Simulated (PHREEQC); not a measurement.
Make-up at 25 °C: 0.22 mol/kgw HF, 0.032 mol/kgw H2SiF6 and 0.062 mol/kgw HCl. Closed to the air; pH follows from the charge balance.

Computed with PHREEQC (ion-association model, phreeqc.dat).

Problem. The ionic strength comes out as 0.162 mol/kgw. What activity coefficients do HF2-, Cl-, SiF6-2, F-, H+ get?

Solution. HF2- 0.76, Cl- 0.73, SiF6-2 0.32, F- 0.72, H+ 0.81.

No solid was allowed to form. SiF6-2 is the database's only silicon fluoride.
